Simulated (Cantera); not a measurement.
Input: 1 mol B₂O₃, 16 mol NH₃, 94 mol N₂, 38 mol H₂, at 50.0 Pa.

These are equilibrium values from Cantera (NASA tables, ideal gas, pure condensed phases), not measurements of a reactor. Candidate condensed phases: B, BN, B₂O₃, B₃O₃H₃, H₂O; 39 gas species. Mutual solubility and eutectic melting of coexisting phases are not modelled. Kinetics and transport are ignored.

Question: What share of the B ends up in condensed phases as a function of T (K), at 1275, 1350, 1425, 1500, 1575, 1650, 1725?

Answer: 
| T (K) | B condensed (%) | as |
|---|---|---|
| 1275 | 82.4 | BN(s) + B₂O₃(l) |
| 1350 | 36.7 | BN(s) + B₂O₃(l) |
| 1425 | 0.0 | - |
| 1500 | 0.0 | - |
| 1575 | 0.0 | - |
| 1650 | 0.0 | - |
| 1725 | 0.0 | - |
